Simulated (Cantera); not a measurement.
Cantera run, input and output.

```python
import numpy as np
import cantera as ct

gas = ct.Solution("gri30.yaml")
gas.TPX = 1250, 20, {'C2H6': 1, 'N2': 91}
inlet = ct.Reservoir(gas, clone=True)

reactor = ct.IdealGasConstPressureReactor(gas, energy="off", clone=False)
exhaust = ct.Reservoir(gas, clone=True)
tau = [21, 7, 2.3, 0.75, 0.25, 0.081, 0.027, 0.0088, 0.0029, 0.00095][0]
for a, b in ((inlet, reactor), (reactor, exhaust)):
    ct.MassFlowController(a, b, mdot=lambda t: reactor.mass / tau)
net = ct.ReactorNet([reactor])
show = ['C2H6', 'H', 'H2', 'CH2', 'CH4', 'C2H', 'C2H4']

rows = []
print(f"{'tau/s':>10s}{'T/K':>9s}" + "".join(f"{s:>11s}" for s in show))
for tau in [21, 7, 2.3, 0.75, 0.25, 0.081, 0.027, 0.0088, 0.0029, 0.00095]:
    net.initial_time = 0.0
    net.advance(30 * tau)
    before = gas.X
    net.advance(40 * tau)
    drift = np.max(np.abs(gas.X - before) / (gas.X + 1e-9))
    rows.append([gas.T, *gas[show].X, drift])
    print(f"{tau:10.3e}{gas.T:9.1f}" + "".join(f"{x:11.3e}" for x in gas[show].X))
```

Result:

```
     tau/s      T/K       C2H6          H         H2        CH2        CH4        C2H       C2H4
 2.100e+01   1250.0  1.492e-03  3.287e-05  9.826e-03  2.348e-07  2.908e-03  3.551e-09  3.986e-03
 7.000e+00   1250.0  3.733e-03  2.890e-05  6.301e-03  3.009e-07  1.851e-03  1.789e-09  4.543e-03
 2.300e+00   1250.0  7.524e-03  1.910e-05  2.672e-03  2.422e-07  5.801e-04  3.828e-10  2.588e-03
 7.500e-01   1250.0  1.010e-02  9.027e-06  5.589e-04  9.212e-08  8.327e-05  2.918e-11  5.844e-04
 2.500e-01   1250.0  1.075e-02  2.902e-06  6.381e-05  1.578e-08  9.742e-06  3.847e-13  6.751e-05
 8.100e-02   1250.0  1.085e-02  3.969e-07  2.853e-06  1.028e-09  1.084e-06  7.655e-17  3.234e-06
 2.700e-02   1250.0  1.086e-02  3.913e-08  9.386e-08  4.722e-11  1.237e-07  1.170e-20  1.315e-07
 8.800e-03   1250.0  1.087e-02  3.050e-09  2.386e-09  1.794e-12  1.326e-08  2.652e-24  5.214e-09
 2.900e-03   1250.0  1.087e-02  2.230e-10  5.748e-11  6.670e-14  1.444e-09  8.186e-28  2.174e-10
 9.500e-04   1250.0  1.087e-02  2.697e-11  2.278e-12  2.349e-15  1.551e-10  4.356e-31  8.921e-12
```

Detailed kinetics in Cantera: GRI-Mech 3.0 (53 species, 325 reactions). GRI-Mech 3.0 stops at C3 and has no aromatics, soot or wall deposition, so with more carbon than oxygen in the feed, carbon stays in small species such as C2H2 where larger ones or solid carbon would form. Radical loss at walls, strong at low pressure, is not modelled.
